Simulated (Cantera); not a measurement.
Feed: 1 mol Si₃N₄, 0.014 mol N₂, equilibrated at 2625 °C and 1.00 bar.

These are equilibrium values from Cantera (NASA tables, ideal gas, pure condensed phases), not measurements of a reactor. Candidate condensed phases: Si, Si₃N₄; 7 gas species. The tables' values for SiN are old estimates; treat these amounts as uncertain. Rates play no part.

Base state: N₂ 0.929, Si 0.0616, SiN 0.00357, Si₂ 0.00271, Si₂N 0.00249, Si₃ 0.000408 (mole fractions); condensed: Si(l).

Question: What changes in the equilibrium state with this change: Si₃N₄ replaced by BN?

Answer: 
| species | before | after |
|---|---|---|
| N₂ | 0.929 | 0.997 |
| B | 0 | 0.00230 |
| BN | 0 | 0.000494 |
| Si | 0.0616 | 0 |
| SiN | 0.00357 | 0 |
| Si₂ | 0.00271 | 0 |
| Si₂N | 0.00249 | 0 |
| Si(l), mol | 2.83 | 0 |
| B(l), mol | 0 | 0.999 |
Further candidate phases: B, BN.

Question: What changes in the equilibrium state with this change: temperature from 2625 °C to 1527 °C?

Answer: 
```
species          before    after
-------------  --------  -------
N₂                0.929     1.00
Si               0.0616  1.35e-7
SiN             0.00357  6.00e-8
Si₂             0.00271    <1e-9
Si₂N            0.00249  4.11e-9
Si₃            0.000408    <1e-9
Si(l), mol         2.83        0
Si₃N₄(s), mol         0     1.00
```
